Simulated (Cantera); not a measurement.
Adiabatic ignition

An adiabatic, constant-volume homogeneous reactor starts with CH4 : C2H6 : C3H8 : O2 : N2 : H2 = 1 : 0.18 : 1.3 : 21.2 : 79.8 : 3.1 (molar parts), equivalence ratio 0.50, at 1400 K and 0.987 atm.

Cantera simulation using GRI-Mech 3.0 (53 species, 325 reactions); the numbers are that mechanism's predictions, not measurements. GRI-Mech 3.0 was tuned for natural gas; its chemistry of propane as a main component is partial and can be far from experiment.

```tsv
t (s)	T (K)	P (bar)	x CH4	x C2H6	x C3H8	x CH3	x H2O	x CH2	x O2
5.00e-6	1400	1.000	0.00938	0.00169	0.0122	4.29e-5	8.08e-6	4.83e-10	0.199
1.18e-5	1399	0.999	0.00939	0.00168	0.0121	0.000126	4.72e-5	3.38e-9	0.199
2.77e-5	1398	0.999	0.00942	0.00166	0.0116	0.000381	0.000322	3.33e-8	0.199
6.52e-5	1407	1.01	0.00961	0.00174	0.00910	0.000886	0.00253	2.74e-7	0.196
0.000153	2362	1.73	<1e-12	<1e-12	<1e-12	<1e-12	0.0827	<1e-12	0.0957
0.000361	2589	1.87	<1e-12	<1e-12	<1e-12	<1e-12	0.0915	<1e-12	0.0959
0.000850	2591	1.87	<1e-12	<1e-12	<1e-12	<1e-12	0.0918	<1e-12	0.0952
0.00200	2585	1.86	<1e-12	<1e-12	<1e-12	<1e-12	0.0919	<1e-12	0.0936
0.00471	2576	1.86	<1e-12	<1e-12	<1e-12	<1e-12	0.0922	<1e-12	0.0913
0.0111	2569	1.85	<1e-12	<1e-12	<1e-12	<1e-12	0.0925	<1e-12	0.0892
0.0261	2567	1.85	<1e-12	<1e-12	<1e-12	<1e-12	0.0925	<1e-12	0.0886
0.0614	2567	1.85	<1e-12	<1e-12	<1e-12	<1e-12	0.0926	<1e-12	0.0886
0.144	2567	1.85	<1e-12	<1e-12	<1e-12	<1e-12	0.0926	<1e-12	0.0886
0.340	2567	1.85	<1e-12	<1e-12	<1e-12	<1e-12	0.0926	<1e-12	0.0886
0.800	2567	1.85	<1e-12	<1e-12	<1e-12	<1e-12	0.0926	<1e-12	0.0886
```
x: mole fraction; the columns are a selection and need not sum to one.

```
Property                                                           Value
---------------------------------  -------------------------------------
time of steepest temperature rise                               0.112 ms
temperature at 0.800 s                                            2567 K
equilibrium temperature                                           2567 K
x(CH4) at 0.800 s                  <1e-12 (gas-phase equilibrium <1e-12)
x(C2H6) at 0.800 s                 <1e-12 (gas-phase equilibrium <1e-12)
x(C3H8) at 0.800 s                 <1e-12 (gas-phase equilibrium <1e-12)
```
